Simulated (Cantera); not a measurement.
Roasting and sulfation: FeS + H2S + H2O

Input: 1 mol FeS, 0.64 mol H2S, 0.13 mol H2O, at 852 °C and 6450 Torr.

Equilibrium computed with Cantera from the NASA thermochemical tables; the gas is ideal and each condensed phase is pure. Candidate condensed phases: Fe, FeO, Fe(OH)2, Fe(OH)3, FeS, FeSO4, FeS2, Fe2O3, Fe2(SO4)3, Fe3O4, H2O, H2SO4, S; 22 gas species. FeS: taken at fixed stoichiometry. Gases not in the tables: S3 to S7. Rates play no part.

The x(H2S) comes out as 0.769 and the x(H2O) is 0.165. The x(H2) is 0.0437, the x(S2) is 0.0217 and the x(SH) is 6.84e-5. The x(SO2) comes out as 3.92e-5 and the x(S2O) comes out as 3.36e-5. The n(FeS(s)) is 1.00 mol and the gas amount is 0.7872 mol. The log10 activity of S(l) (absent) is -1.02, the log10 activity of Fe(α) (absent) is -3.82 and the log10 activity of Fe(OH)2(s) (absent) is -7.56.
